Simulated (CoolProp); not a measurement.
Vapour-liquid equilibrium of carbon dioxide (1) + dimethyl ether (2) at 239.6 K; x and y are mole fractions of (1).

Computed with CoolProp (multi-fluid Helmholtz-energy mixture model, Span 1996 and Wu 2011; pair parameters Bell 2016).

| x | bubble pressure (kPa) | y at the bubble point | dew pressure at overall composition x (kPa) | liquid density (mol/L) |
|---|---|---|---|---|
| 0.05 | 105.8 | 0.381 | 71.42 | 16.55 |
| 0.125 | 167.5 | 0.634 | 77.12 | 17.08 |
| 0.2 | 235.5 | 0.759 | 83.79 | 17.62 |
| 0.275 | 309.8 | 0.832 | 91.70 | 18.19 |
| 0.35 | 390.3 | 0.880 | 101.3 | 18.79 |
| 0.425 | 476.9 | 0.912 | 113.0 | 19.40 |
| 0.5 | 569.1 | 0.936 | 127.9 | 20.05 |
| 0.575 | 666.2 | 0.953 | 147.3 | 20.71 |
| 0.65 | 767.4 | 0.966 | 173.7 | 21.40 |
| 0.725 | 871.6 | 0.977 | 211.8 | 22.11 |
| 0.8 | 977.9 | 0.985 | 271.7 | 22.84 |
| 0.875 | 1085 | 0.991 | 380.4 | 23.57 |
| 0.95 | 1193 | 0.997 | 645.9 | 24.30 |

No azeotrope shows between x = 0.05 and 0.95.

The pair parameters rest on a limited set of measurements; away from them the model extrapolates.
